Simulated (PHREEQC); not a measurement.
Consider water at 85 °C with 110 mmol/kgw ZnSO4, 3.9 mmol/kgw NaCl and 1.8 mmol/kgw H2SO4. Closed to the air; pH follows from the charge balance.

Computed with PHREEQC (ion-association model, phreeqc.dat).

Precipitation was switched off in this run.

### Question
Estimate the pH, ionic strength.

### Answer
pH 3.35; ionic strength 0.218 mol/kgw.

### Question
In which forms is Na present?

### Answer
Na+ 93 %, NaSO4- 6.6 % of the Na.

Species that the database lacks are ignored. At this temperature some constants are extrapolated from 25 °C, and those without enthalpy data are left unchanged.
